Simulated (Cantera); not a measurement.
Equilibrium for oxide etching and cleaning by halides: Al₂O₃ + HCl + H₂

Feed: 1 mol Al₂O₃, 23 mol HCl, 0.3 mol H₂, at 7.13 Torr.

Equilibrium computed with Cantera from the NASA thermochemical tables; the gas is ideal and each condensed phase is pure. Candidate condensed phases: Al, AlCl₃, Al₂O₃, H₂O; 29 gas species. The tables' values for AlCl₂ are old estimates; treat these amounts as uncertain. Condensed phases not in the tables: AlOCl. Rates play no part.

| T (K) | x HCl | x Cl | x H₂ | x H₂O | x AlCl₃ | x H | x AlCl₂ | n Al₂O₃(s) |
|---|---|---|---|---|---|---|---|---|
| 850 | 0.987 | 1.84e-9 | 0.0129 | 5.18e-5 | 3.45e-5 | 2.39e-11 | <1e-12 | 1.000 |
| 950 | 0.987 | 4.73e-8 | 0.0129 | 0.000135 | 9.03e-5 | 6.48e-10 | 1.69e-11 | 0.999 |
| 1050 | 0.987 | 6.60e-7 | 0.0129 | 0.000293 | 0.000195 | 9.44e-9 | 4.40e-10 | 0.998 |
| 1150 | 0.986 | 5.86e-6 | 0.0129 | 0.000550 | 0.000367 | 8.69e-8 | 6.42e-9 | 0.996 |
| 1250 | 0.986 | 3.68e-5 | 0.0129 | 0.000930 | 0.000620 | 5.63e-7 | 6.03e-8 | 0.993 |
| 1350 | 0.984 | 0.000176 | 0.0130 | 0.00145 | 0.000965 | 2.78e-6 | 4.04e-7 | 0.989 |
| 1450 | 0.983 | 0.000676 | 0.0132 | 0.00211 | 0.00141 | 1.12e-5 | 2.07e-6 | 0.984 |
| 1550 | 0.979 | 0.00214 | 0.0139 | 0.00292 | 0.00194 | 3.81e-5 | 8.72e-6 | 0.977 |
| 1650 | 0.972 | 0.00568 | 0.0156 | 0.00386 | 0.00254 | 0.000117 | 3.16e-5 | 0.970 |
| 1750 | 0.960 | 0.0128 | 0.0190 | 0.00492 | 0.00317 | 0.000329 | 0.000102 | 0.961 |
| 1850 | 0.939 | 0.0251 | 0.0247 | 0.00612 | 0.00372 | 0.000868 | 0.000293 | 0.952 |
x: gas mole fraction; n: condensed amount in mol.

From 850 K to 1850 K the condensed part is Al₂O₃(s). The main Al-bearing gas is AlCl₃ throughout. The share of Al in condensed phases is highest at 850 K (100.0 %) and lowest at 1850 K (95.2 %).
